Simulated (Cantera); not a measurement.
Mixture: CH₃OH : O₂ : N₂ = 1 : 0.714 : 2.69 (molar parts), equivalence ratio 2.1, at 1.58 atm, adiabatic and at constant pressure. Ignition delay is the time to a rise of 400 K.

Model: GRI-Mech 3.0 (53 species, 325 reactions), integrated in Cantera. GRI-Mech 3.0 was tuned for natural gas; its chemistry of methanol as a main component is partial and can be far from experiment.

Question: Predict: delay at 1123 K; delay at 1323 K; delay at 1523 K; delay at 1723 K; delay at 1923 K; apparent activation energy between 1823 and 2023 K.

Answer: 
* **delay at 1123 K**: 21.2 ms
* **delay at 1323 K**: 0.857 ms
* **delay at 1523 K**: 92.4 µs
* **delay at 1723 K**: 19.8 µs
* **delay at 1923 K**: 6.52 µs
* **apparent activation energy between 1823 and 2023 K**: 140 kJ/mol
